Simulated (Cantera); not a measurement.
Standard-state values (1 bar) from the NASA 1993 polynomials, evaluated with Cantera. Values are per mole of reaction as written; species without (g) are pure solids or liquids, kept so even where they would boil at 1 bar.

PbS + 2 F2(g) ⇌ Pb(g) + SF4(g), with ΔH° = -469.7 kJ and ΔS° = -22.0 J/K at 300 K.

Question: How far is the shortcut ΔG° ≈ ΔH°(300 K) − T·ΔS°(300 K) from the full temperature-dependent value at 1298, 1398, 1498, 1598, 1698, 1798, 1898 K?

Answer: 
```
T (K)  shortcut (kJ)  full (kJ)  difference (kJ)  difference in log10 K  condensed phases
-----  -------------  ---------  ---------------  ---------------------  ----------------
1298          -441.1     -434.8             -6.4                   0.26            PbS(s)
1398          -439.0     -431.4             -7.5                   0.28            PbS(l)
1498          -436.8     -426.7            -10.0                   0.35            PbS(l)
1598          -434.6     -422.0            -12.6                   0.41            PbS(l)
1698          -432.4     -417.1            -15.2                   0.47            PbS(l)
1798          -430.2     -412.2            -18.0                   0.52            PbS(l)
1898          -428.0     -407.1            -20.8                   0.57            PbS(l)
```
The shortcut ignores heat capacities and the phase changes listed.
